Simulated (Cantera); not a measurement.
Feed: 1 mol SiHCl3, 0.25 mol NH3, 78 mol N2, held at 1648 K and 14.0 mbar.

Cantera equilibrium calculation (NASA polynomials, part measured and part estimated; ideal gas, pure solids and liquids). The tables' values for SiCl3 are old estimates; treat these amounts as uncertain. Kinetics and transport are ignored.

| species | before | after |
|---|---|---|
| N2 | 0.971 | 0.964 |
| SiCl2 | 0.0121 | 0.0151 |
| HCl | 0.0120 | 0.00923 |
| SiCl3 | 0.000262 | 0.00537 |
| H2 | 0.00482 | 1.05e-5 |
| SiCl4 | 1.24e-5 | 0.00420 |
| H | 5.23e-5 | 2.43e-6 |
| Cl | 0.000102 | 0.00169 |
Gas species are given as mole fractions.

**Question.** What was changed between the two runs?
(A) pressure from 14.0 mbar to 0.133 bar
(B) pressure from 14.0 mbar to 68.0 mbar
(C) NH3 from 0.25 to 0.11 mol
(D) SiHCl3 replaced by Si2Cl6

**Answer.** D, SiHCl3 replaced by Si2Cl6. The feed counts by its element totals alone
